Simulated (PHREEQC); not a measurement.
Synthetic water in mg/kgw, 25 °C, pH 6.81, pe -0.6: Na 0.0912; K 0.158; Ca 0.501; Mg 0.325; Cl 1.02; S(6) as SO4 0.61; Alkalinity as HCO3 1; Mn(2) 0.0171; Zn 0.0328.

Valence states are taken as typed.

Model: ion-association model, wateq4f.dat, run in PHREEQC.

This is a speciation only: nothing precipitates in the calculation.

Question: Predict the charge-balance error.

Answer: charge-balance error 2.9 %.

Question: In which forms is C present?

Answer: HCO3- 74 %, CO2 26 % of the C.

Complexes and solids missing from the database can't appear.
